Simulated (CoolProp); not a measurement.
Properties of toluene at several states.

Computed with CoolProp (reference Helmholtz-energy equation of state, Lemmon 2006). It is a short technical equation, of lower accuracy than the large ones.

```csv
T (K),p (MPa),phase,expansivity (1/kK),viscosity (µPa s)
333.1,0.0317,liquid,1.155,(withheld)
451.6,1.31,liquid,1.736,160
397.1,5.28,liquid,1.294,(withheld)
528.3,1.17,gas,3.580,(withheld)
599.2,0.16,gas,1.747,13.7
359.9,4.3,liquid,1.184,311
```

### Question
Complete the blanks.

### Answer

- 333.1, viscosity (µPa s): 380
- 397.1, viscosity (µPa s): 238
- 528.3, viscosity (µPa s): 12.2

Viscosity comes from a separate model (Avgeri 2015).
